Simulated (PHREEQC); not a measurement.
## Buffer

Dissolve 0.0013 mol/kgw H3BO3 and 0.00086 mol/kgw NaOH at 80 °C. Closed to the air; pH follows from the charge balance.

The numbers come from PHREEQC with the ion-association model, wateq4f.dat.

| Property | Result |
|---|---|
| pH | 8.88 |
| ionic strength | 0.000860 mol/kgw |
| total alkalinity | 0.860 meq/kg |

```json
[
 {"species": "Na+", "molality": "0.000860", "activity": "0.000829", "log γ": "-0.016"},
 {"species": "H2BO3-", "molality": "0.000668", "activity": "0.000643", "log γ": "-0.016"},
 {"species": "H3BO3", "molality": "0.000632", "activity": "0.000632", "log γ": "0.000"},
 {"species": "OH-", "molality": "0.000192", "activity": "0.000185", "log γ": "-0.016"},
 {"species": "H+", "molality": "1.37e-9", "activity": "1.32e-9", "log γ": "-0.015"}
]
```

Precipitation was switched off in this run. At this temperature some constants are extrapolated from 25 °C, and those without enthalpy data are left unchanged.
